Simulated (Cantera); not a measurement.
## Equilibrium for abatement and gas-phase synthesis: NH₃ + H₂O + N₂

Charge: 1 mol NH₃, 1.7 mol H₂O, 16 mol N₂, held at 702 °C and 560 Pa.

Cantera equilibrium calculation (NASA polynomials, part measured and part estimated; ideal gas, pure solids and liquids). Candidate condensed phases: H₂O; 24 gas species. Equilibrium is a limit: real reactors are often held back by kinetics, nucleation or transport.

```yaml
x(N₂): 0.838
x(H₂O): 0.0863
x(H₂): 0.0761
gas_amount: 19.70 mol
```
